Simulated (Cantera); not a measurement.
An isothermal, constant-pressure homogeneous reactor starts with H₂ : O₂ : H₂O = 0.076 : 1 : 0.01 (molar parts), at 1350 K and 20.0 Torr.

Detailed kinetics in Cantera: the H2/O2 subset of GRI-Mech 3.0, which has no nitrogen chemistry. Radical loss at walls, strong at low pressure, is not modelled. The temperature is held fixed by assumption; the heat of reaction is taken as removed at once.

x: mole fraction; the columns are a selection and need not sum to one.

| t (s) | x H₂ | x O₂ | x H₂O | x H₂O₂ | x H |
|---|---|---|---|---|---|
| 3.00e-5 | 0.0700 | 0.921 | 0.00921 | 2.46e-11 | 2.93e-8 |
| 0.000102 | 0.0700 | 0.921 | 0.00921 | 2.75e-10 | 2.53e-7 |
| 0.000344 | 0.0693 | 0.920 | 0.00966 | 4.23e-9 | 0.000162 |
| 0.00116 | 0.00174 | 0.868 | 0.0685 | 1.94e-7 | 0.0109 |
| 0.00393 | 0.00139 | 0.879 | 0.0715 | 1.91e-7 | 0.00760 |
| 0.0133 | 0.000705 | 0.899 | 0.0767 | 1.68e-7 | 0.00260 |
| 0.0451 | 0.000153 | 0.913 | 0.0805 | 9.72e-8 | 0.000252 |
| 0.152 | … | 0.917 | 0.0816 | … | … |
| 0.516 | 2.56e-6 | 0.918 | 0.0819 | 9.84e-9 | 5.49e-7 |
| 1.75 | 4.64e-7 | 0.918 | 0.0820 | 2.83e-9 | 4.28e-8 |
| 5.91 | … | 0.918 | 0.0820 | … | … |
| 20.0 | 1.08e-7 | 0.918 | 0.0820 | 1.02e-9 | 4.83e-9 |

Problem. What belongs in the gaps?

Solution. 
- 0.152, x H₂: 1.90e-5
- 0.152, x H₂O₂: 3.44e-8
- 0.152, x H: 1.11e-5
- 5.91, x H₂: 1.38e-7
- 5.91, x H₂O₂: 1.18e-9
- 5.91, x H: 7.00e-9
